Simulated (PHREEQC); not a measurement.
Make-up at 80 °C: 0.83 mmol/kgw HF, 0.037 mmol/kgw NaF and 0.048 mmol/kgw H2SiF6. It is in equilibrium with CO2 at log p = -3.5 (atm). Otherwise closed; pH follows from the charge balance.

All values are PHREEQC results (ion-association model, phreeqc.dat), not measurements.

Precipitation was switched off in this run.

### Question
Order these F species by the share of F that they hold, largest first: F-, HF2-, HF.

### Answer
HF (62 %), F- (37 %), HF2- (0.23 %)

The pH is 3.41 and the ionic strength 0.000433 mol/kgw. Away from 25 °C the constants follow the database's enthalpies or fits; those with neither stay at their 25 °C values. SiF6-2 is the database's only silicon fluoride.
